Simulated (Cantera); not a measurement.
Mixture: CH₄ : O₂ : N₂ = 1 : 1.11 : 4.18 (molar parts), equivalence ratio 1.8, at 1.00 bar, adiabatic and at constant volume. Ignition delay is the time to a rise of 400 K.

Computed with Cantera and GRI-Mech 3.0 (53 species, 325 reactions).

Predict: delay at 1248 K; delay at 1398 K; delay at 1548 K; delay at 1698 K; delay at 1848 K; apparent activation energy between 1698 and 1848 K.


* **delay at 1248 K**: 30.4 ms
* **delay at 1398 K**: 4.44 ms
* **delay at 1548 K**: 0.860 ms
* **delay at 1698 K**: 0.230 ms
* **delay at 1848 K**: 82.2 µs
* **apparent activation energy between 1698 and 1848 K**: 180 kJ/mol
